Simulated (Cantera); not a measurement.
## Silicon carbide growth: CH3SiH3 + H2

A closed system holds: 1 mol CH3SiH3, 1.7 mol H2, equilibrated at 2350 K and 668 Torr.

Cantera equilibrium calculation (NASA polynomials, part measured and part estimated; ideal gas, pure solids and liquids). Candidate condensed phases: C, C6H6, C7H8, C8H18, Si, SiC; 87 gas species. The feed counts by its element totals alone. Gases not in the tables: Si2H6 and higher silanes. Rates play no part.

* **x(H2)**: 0.985
* **x(H)**: 0.0131
* **x(Si)**: 0.000772
* **x(C2H2 (acetylene))**: 0.000643
* **x(SiH2)**: 0.000271
* **x(SiH)**: 0.000243
* **x(Si2C)**: 7.30e-5
* **x(CH4)**: 5.78e-5
* **x(SiC2)**: 1.49e-5
* **n(SiC(s))**: 0.993 mol
* **gas amount**: 4.735 mol
* **log10 activity of Si(l) (absent)**: -0.32
* **log10 activity of C(graphite) (absent)**: -0.46
